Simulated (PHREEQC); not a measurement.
A solution holds 0.055 mol/kgw LiOH, 5.8e-06 mol/kgw H4SiO4 and 0.0037 mol/kgw (CH3)4NCl, at 92 °C. It is in equilibrium with CO2 at log p = -3.4 (atm). Otherwise closed; pH follows from the charge balance.

Equilibrium calculation in PHREEQC: ion-association model, wateq4f.dat.

Precipitation was switched off in this run.

Q: Estimate the pH, ionic strength.

A: pH 9.84; ionic strength 0.0762 mol/kgw.

Q: In which forms is Si present?

A: H3SiO4- 85 %, H4SiO4 13 %, H2SiO4-2 1.6 % of the Si.

(CH3)4N+ isn't in the database: it is added as a free cation with an ion size of 4 Å. At this temperature some constants are extrapolated from 25 °C, and those without enthalpy data are left unchanged.
